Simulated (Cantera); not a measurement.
Carbon deposition, reforming and gasification: C2H2 + O2 + H2 + CO2

Charge: 1 mol C2H2, 0.066 mol O2, 2.8 mol H2, 1.2 mol CO2, held at 1950 K and 41.0 mbar.

These are equilibrium values from Cantera (NASA tables, ideal gas, pure condensed phases), not measurements of a reactor. Candidate condensed phases: C, C6H6, C7H8, C8H18, H2O; 110 gas species. Kinetics and transport are ignored.

```
Property                 Value
-------------------  ---------
x(H2)                    0.596
x(CO)                    0.399
x(H)                   0.00437
x(C2H2 (acetylene))   0.000326
x(CH4)                 7.09e-6
x(H2O)                 1.40e-6
x(CH3)                 1.04e-6
n(C(graphite))       0.664 mol
gas amount           6.346 mol
```
